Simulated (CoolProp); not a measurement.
Model: reference Helmholtz-energy equation of state, Smukala 2000, in CoolProp.

For ethylene, give the phase and the cv (kJ/(kg K)) at 151.7 K and 1.01 bar; 278.3 K and 1.01 bar.


- 151.7 K and 1.01 bar: liquid; cv 1.42
- 278.3 K and 1.01 bar: gas; cv 1.17
